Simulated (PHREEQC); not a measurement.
**Acid mine or pickling water: speciation**

A made-up water analysis in mmol/kgw, 20 °C, pH 2.42, pe 10.9:

```
constituent  mmol/kgw
-----------  --------
Na               4.97
K               0.237
Ca              0.889
Mg               1.65
Cl               3.77
S(6)             8.26
Cu(2)         0.00831
Al              0.951
Mn(2)           0.138
Si             0.0208
B             0.00102
```

Valence states are taken as typed.

All values are PHREEQC results (ion-association model, wateq4f.dat), not measurements.

Precipitation was switched off in this run.

Problem. What ionic strength, charge-balance error does the model give?

Solution. ionic strength 0.0234 mol/kgw; charge-balance error -4.5 %.

Problem. In which forms is S present?

Solution. SO4-2 66 %, HSO4- 14 %, AlSO4+ 8.3 %, MgSO4 5.3 %, CaSO4 2.7 %, Al(SO4)2- 1.6 % of the S.
